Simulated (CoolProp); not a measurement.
Vapour-liquid equilibrium of ethanol (1) + ethylbenzene (2) at 0.0455 MPa; x and y are mole fractions of (1).

Computed with CoolProp (multi-fluid Helmholtz-energy mixture model, Schroeder 2014 and Zhou 2012; pair parameters Bell 2016).

```csv
x,bubble temperature (K),y at the bubble point,dew temperature at overall composition x (K),liquid density (mol/L)
0.05,356.1,0.600,380.3,7.825
0.125,342.7,0.775,?,8.258
0.2,337.7,0.825,375.1,8.653
0.275,335.6,0.845,372.2,9.059
0.35,334.7,0.853,?,9.494
0.425,?,0.857,365.6,9.972
0.5,334.1,0.859,361.9,10.50
0.575,334.0,0.861,357.6,11.10
0.65,333.8,0.865,352.8,11.77
0.725,333.5,0.872,?,?
0.8,333.2,0.886,?,13.40
0.875,332.8,?,333.5,14.39
0.95,332.6,0.955,332.6,15.53
```

**Question.** Fill in the missing entries.

**Answer.** 
- 0.125, dew temperature at overall composition x (K): 377.7
- 0.35, dew temperature at overall composition x (K): 369.0
- 0.425, bubble temperature (K): 334.3
- 0.725, dew temperature at overall composition x (K): 347.1
- 0.725, liquid density (mol/L): 12.53
- 0.8, dew temperature at overall composition x (K): 340.3
- 0.875, y at the bubble point: 0.911

No azeotrope shows between x = 0.05 and 0.95.

The pair parameters rest on a limited set of measurements; away from them the model extrapolates. With so large a gap from Raoult's law the liquid may split in two, which this calculation doesn't test in full.
